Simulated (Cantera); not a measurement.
# Gas-phase reforming

An isothermal, constant-pressure homogeneous reactor starts with 16.9 % CH4, 81.4 % H2O, 1.69 % H2, at 1875 K and 4.93 atm.

Detailed kinetics in Cantera: GRI-Mech 3.0 (53 species, 325 reactions).

```tsv
t (s)	x CH4	x H2O	x H2	x C2H2	x HCO	x CO2
4.00e-5	0.144	0.801	0.0420	0.00299	1.33e-7	7.27e-6
0.000131	0.107	0.769	0.0941	0.0190	8.42e-8	0.000131
0.000429	0.0646	0.725	0.161	0.0373	4.58e-8	0.00108
0.00141	0.0332	0.671	0.226	0.0428	2.77e-8	0.00597
0.00461	0.0200	0.597	0.295	0.0305	2.63e-8	0.0169
0.0151	0.0121	0.514	0.365	0.0110	3.60e-8	0.0246
0.0494	0.00324	0.463	0.410	0.000793	4.44e-8	0.0265
0.162	3.95e-5	0.455	0.419	1.42e-7	4.60e-8	0.0264
0.530	4.30e-8	0.455	0.419	<1e-12	4.61e-8	0.0264
1.74	4.30e-8	0.455	0.419	<1e-12	4.61e-8	0.0264
5.69	4.30e-8	0.455	0.419	<1e-12	4.61e-8	0.0264
18.6	4.30e-8	0.455	0.419	<1e-12	4.61e-8	0.0264
61.1	4.30e-8	0.455	0.419	<1e-12	4.61e-8	0.0264
200	4.30e-8	0.455	0.419	<1e-12	4.61e-8	0.0264
```
x: mole fraction; the columns are a selection and need not sum to one.

Equilibrium at this temperature and pressure: CH4 4.80e-8, H2O 0.455, H2 0.419, C2H2 1.10e-12, HCO 4.61e-8, CO2 0.0264 (gas phase only).
